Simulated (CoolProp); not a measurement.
Properties of R507A at several states.

Values from CoolProp's reference Helmholtz-energy equation of state, Lemmon 2003. It is a pseudo-pure fit of the blend.

| T (°C) | p (MPa) | phase | cp (kJ/(kg K)) | speed of sound (m/s) | isothermal compressibility (1/MPa) | fugacity coefficient |
|---|---|---|---|---|---|---|
| 161.85 | 0.0972 | gas | 1.082 | 198.5 | 10.33 | 0.9959 |
| 51.55 | 0.031 | gas | 0.9083 | 173.0 | 32.38 | 0.9963 |
| 149.25 | 0.011 | gas | 1.062 | 196.3 | 90.96 | 0.9995 |
| -56.45 | 0.0395 | gas | (withheld) | 141.7 | 25.89 | 0.9783 |
| -43.45 | 0.381 | liquid | (withheld) | 698.8 | (withheld) | 0.2983 |

Problem. What belongs in the gaps?

Solution. 
- -56.45, cp (kJ/(kg K)): 0.7313
- -43.45, cp (kJ/(kg K)): 1.247
- -43.45, isothermal compressibility (1/MPa): 0.002388
